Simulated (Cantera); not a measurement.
Standard-state values (1 bar) from the NASA 1993 polynomials, evaluated with Cantera. Values are per mole of reaction as written; species without (g) are pure solids or liquids, kept so even where they would boil at 1 bar.

2 Cu + 8 CH3(g) + CF4(g) → 2 CuF2 + 3 C3H8(g), with ΔH° = -1634.1 kJ and ΔS° = -914.4 J/K at 300 K.

Problem. How far is the shortcut ΔG° ≈ ΔH°(300 K) − T·ΔS°(300 K) from the full temperature-dependent value at 2073, 2173, 2273, 2373, 2473, 2573 K?

Solution. 
```csv
T (K),shortcut (kJ),full (kJ),difference (kJ),difference in log10 K,condensed phases
2073,261.4,128.8,132.6,-3.34,"Cu(l), CuF2(l)"
2173,352.8,203.4,149.4,-3.59,"Cu(l), CuF2(l)"
2273,444.3,277.5,166.8,-3.83,"Cu(l), CuF2(l)"
2373,535.7,351.1,184.6,-4.06,"Cu(l), CuF2(l)"
2473,627.1,424.2,202.9,-4.29,"Cu(l), CuF2(l)"
2573,718.6,496.9,221.6,-4.50,"Cu(l), CuF2(l)"
```
The shortcut ignores heat capacities and the phase changes listed.
